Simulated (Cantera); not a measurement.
Input: 1 mol (CH3)2SiCl2, 0.58 mol CH4, 24 mol H2, equilibrated at 100000 Pa.

Equilibrium computed with Cantera from the NASA thermochemical tables; the gas is ideal and each condensed phase is pure. Candidate condensed phases: C, C6H6, C7H8, C8H18, Si, SiC; 109 gas species. The feed counts by its element totals alone. The tables' values for SiCl3 are old estimates; treat these amounts as uncertain. Rates play no part. All values below are at 1200 K.

Base state: H2 0.920, HCl 0.0661, CH4 0.0134, SiCl4 0.000638, SiHCl3 0.000242, SiCl3 3.71e-5, SiCl2 1.89e-5, SiH2Cl2 1.20e-5 (mole fractions); condensed: C(graphite) + SiC(s).

Task: What changes in the equilibrium state with this change: (CH3)2SiCl2 replaced by SiF4?

Result: 
```tsv
species	before	after
H2	0.920	0.946
SiF4	0	0.0376
CH4	0.0134	0.0141
HCl	0.0661	0
HF	0	0.00113
SiHF3	0	0.00103
SiCl4	0.000638	0
SiHCl3	0.000242	0
C(graphite), mol	1.22	0.215
SiC(s), mol	0.973	0
```
The tables' values for SiF3 are old estimates; treat these amounts as uncertain.
